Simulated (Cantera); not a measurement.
Charge: 1 mol Fe₂O₃, 0.19 mol O₂, 0.58 mol CO₂, 2.8 mol SO₃, equilibrated at 23000 Pa.

Method: chemical equilibrium by Gibbs-energy minimisation in Cantera with the NASA 1993 tables (ideal gas, pure condensed phases). Candidate condensed phases: C, Fe, Fe(CO)₅, FeO, FeS, FeSO₄, FeS₂, Fe₂O₃, Fe₂(SO₄)₃, Fe₃O₄, S; 25 gas species. The numbers say what is thermodynamically allowed, not how fast it happens.

At 1225 K, list the 4 most abundant gas species with their mole fractions, and the condensed phases.

SO₂ 0.541, O₂ 0.310, CO₂ 0.118, SO₃ 0.0305. Condensed: Fe₂O₃(s).
